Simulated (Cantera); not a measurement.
Input (Python, Cantera) and output of one run.

```python
import numpy as np
import cantera as ct

gas_names = """
    H H2 N NH NH2 NH3 N2 N2H2 N2H4 Pb Pb2
""".split()
cond_names = """
    Pb(cr) Pb(L)
""".split()


# ... load() reads the species with a 1 bar reference pressure and builds the phases ...
atoms = {
    'Pb': {'Pb': 1},
    'NH3': {'N': 1, 'H': 3},
    'N2': {'N': 2},
}
top_T = {}  # K; cautious upper limits of use, not melting points


# ... equilibrate(T, P, feed) seeds the gas with the atoms and calls Mixture.equilibrate('TP', solver="vcs", rtol=1e-11, max_steps=5000) ...
results = []
P = 110000  # Pa
for T in [900, 950, 1000, 1050, 1100, 1150, 1200, 1250, 1300, 1350, 1400, 1450, 1500, 1550]:
    for m in [18, 37, 56, 75, 94, 110, 130, 150, 170, 190, 210, 230]:
        feed = {'Pb': 1, 'NH3': 4.9, 'N2': m}  # mol
        mix = equilibrate(T, P, feed)
        results.append((T, P, feed, dict(zip(mix.species_names, mix.species_moles))))

for T, P, feed, n in results:
    print(f"{T:7g} {feed['N2']:10.4g}  " + (" + ".join(c for c in cond_names if n.get(c, 0) > 1e-12) or "gas only"))
```

Result:

```
    900         18  Pb(L)
    900         37  Pb(L)
    900         56  Pb(L)
    900         75  Pb(L)
    900         94  Pb(L)
    900        110  Pb(L)
    900        130  Pb(L)
    900        150  Pb(L)
    900        170  Pb(L)
    900        190  Pb(L)
    900        210  Pb(L)
    900        230  Pb(L)
    950         18  Pb(L)
    950         37  Pb(L)
    950         56  Pb(L)
    950         75  Pb(L)
    950         94  Pb(L)
    950        110  Pb(L)
    950        130  Pb(L)
    950        150  Pb(L)
    950        170  Pb(L)
    950        190  Pb(L)
    950        210  Pb(L)
    950        230  Pb(L)
   1000         18  Pb(L)
   1000         37  Pb(L)
   1000         56  Pb(L)
   1000         75  Pb(L)
   1000         94  Pb(L)
   1000        110  Pb(L)
   1000        130  Pb(L)
   1000        150  Pb(L)
   1000        170  Pb(L)
   1000        190  Pb(L)
   1000        210  Pb(L)
   1000        230  Pb(L)
   1050         18  Pb(L)
   1050         37  Pb(L)
   1050         56  Pb(L)
   1050         75  Pb(L)
   1050         94  Pb(L)
   1050        110  Pb(L)
   1050        130  Pb(L)
   1050        150  Pb(L)
   1050        170  Pb(L)
   1050        190  Pb(L)
   1050        210  Pb(L)
   1050        230  Pb(L)
   1100         18  Pb(L)
   1100         37  Pb(L)
   1100         56  Pb(L)
   1100         75  Pb(L)
   1100         94  Pb(L)
   1100        110  Pb(L)
   1100        130  Pb(L)
   1100        150  Pb(L)
   1100        170  Pb(L)
   1100        190  Pb(L)
   1100        210  Pb(L)
   1100        230  Pb(L)
   1150         18  Pb(L)
   1150         37  Pb(L)
   1150         56  Pb(L)
   1150         75  Pb(L)
   1150         94  Pb(L)
   1150        110  Pb(L)
   1150        130  Pb(L)
   1150        150  Pb(L)
   1150        170  Pb(L)
   1150        190  Pb(L)
   1150        210  Pb(L)
   1150        230  Pb(L)
   1200         18  Pb(L)
   1200         37  Pb(L)
   1200         56  Pb(L)
   1200         75  Pb(L)
   1200         94  Pb(L)
   1200        110  Pb(L)
   1200        130  Pb(L)
   1200        150  Pb(L)
   1200        170  Pb(L)
   1200        190  Pb(L)
   1200        210  Pb(L)
   1200        230  Pb(L)
   1250         18  Pb(L)
   1250         37  Pb(L)
   1250         56  Pb(L)
   1250         75  Pb(L)
   1250         94  Pb(L)
   1250        110  Pb(L)
   1250        130  Pb(L)
   1250        150  Pb(L)
   1250        170  Pb(L)
   1250        190  Pb(L)
   1250        210  Pb(L)
   1250        230  Pb(L)
   1300         18  Pb(L)
   1300         37  Pb(L)
   1300         56  Pb(L)
   1300         75  Pb(L)
   1300         94  Pb(L)
   1300        110  Pb(L)
   1300        130  Pb(L)
   1300        150  Pb(L)
   1300        170  Pb(L)
   1300        190  Pb(L)
   1300        210  Pb(L)
   1300        230  Pb(L)
   1350         18  Pb(L)
   1350         37  Pb(L)
   1350         56  Pb(L)
   1350         75  Pb(L)
   1350         94  Pb(L)
   1350        110  Pb(L)
   1350        130  Pb(L)
   1350        150  Pb(L)
   1350        170  Pb(L)
   1350        190  Pb(L)
   1350        210  Pb(L)
   1350        230  gas only
   1400         18  Pb(L)
   1400         37  Pb(L)
   1400         56  Pb(L)
   1400         75  Pb(L)
   1400         94  Pb(L)
   1400        110  Pb(L)
   1400        130  gas only
   1400        150  gas only
   1400        170  gas only
   1400        190  gas only
   1400        210  gas only
   1400        230  gas only
   1450         18  Pb(L)
   1450         37  Pb(L)
   1450         56  Pb(L)
   1450         75  gas only
   1450         94  gas only
   1450        110  gas only
   1450        130  gas only
   1450        150  gas only
   1450        170  gas only
   1450        190  gas only
   1450        210  gas only
   1450        230  gas only
   1500         18  Pb(L)
   1500         37  gas only
   1500         56  gas only
   1500         75  gas only
   1500         94  gas only
   1500        110  gas only
   1500        130  gas only
   1500        150  gas only
   1500        170  gas only
   1500        190  gas only
   1500        210  gas only
   1500        230  gas only
   1550         18  gas only
   1550         37  gas only
   1550         56  gas only
   1550         75  gas only
   1550         94  gas only
   1550        110  gas only
   1550        130  gas only
   1550        150  gas only
   1550        170  gas only
   1550        190  gas only
   1550        210  gas only
   1550        230  gas only
```

Method: chemical equilibrium by Gibbs-energy minimisation in Cantera with the NASA 1993 tables (ideal gas, pure condensed phases).
